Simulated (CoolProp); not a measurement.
Properties of octamethyltrisiloxane (MDM) along the isotherm 301.85 °C.

The numbers come from the reference Helmholtz-energy equation of state, Thol 2017 in CoolProp.

```
p (kPa)  phase  density (kg/m³)  cp (kJ/(kg K))  cv (kJ/(kg K))  Joule-Thomson coefficient (K/MPa)  fugacity coefficient
-------  -----  ---------------  --------------  --------------  ---------------------------------  --------------------
2.27       gas           0.1124           2.092           2.057                              8.140                0.9995
3.43       gas           0.1698           2.092           2.057                              8.144                0.9993
5.17       gas           0.2561           2.092           2.057                              8.149                0.9989
7.8        gas           0.3866           2.093           2.057                              8.157                0.9983
11.8       gas           0.5853           2.093           2.057                              8.170                0.9974
17.8       gas           0.8841           2.093           2.057                              8.189                0.9961
26.8       gas            1.334           2.094           2.058                              8.218                0.9942
40.4       gas            2.017           2.095           2.058                              8.263                0.9912
61         gas            3.059           2.097           2.059                              8.331                0.9868
92         gas            4.646           2.099           2.060                              8.436                0.9801
139        gas            7.096           2.103           2.061                              8.603                0.9699
209        gas            10.85           2.110           2.064                              8.867                0.9549
316        gas            16.86           2.121           2.068                              9.312                0.9319
476        gas            26.56           2.142           2.074                              10.10                0.8977
719        gas            43.45           2.188           2.086                              11.67                0.8458
```
